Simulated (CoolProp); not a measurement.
Vapour-liquid equilibrium of isopentane (1) + R365MFC (2) at 0.0176 MPa; x and y are mole fractions of (1).

Computed with CoolProp (multi-fluid Helmholtz-energy mixture model, Lemmon 2006 and Lemmon 2016; pair parameters Bell 2016).

**Question.** Give the bubble temperature and the first vapour's composition at x = 0.15, 0.25, 0.35. Is there an azeotrope?

**Answer.** x = 0.15: -14.5 °C, y = 0.573; x = 0.25: -17.3 °C, y = 0.655; x = 0.35: -18.2 °C, y = 0.686. y crosses x between x = 0.65 and 0.75: the model has an azeotrope there.

The pair parameters rest on a limited set of measurements; away from them the model extrapolates. With so large a gap from Raoult's law the liquid may split in two, which this calculation doesn't test in full.
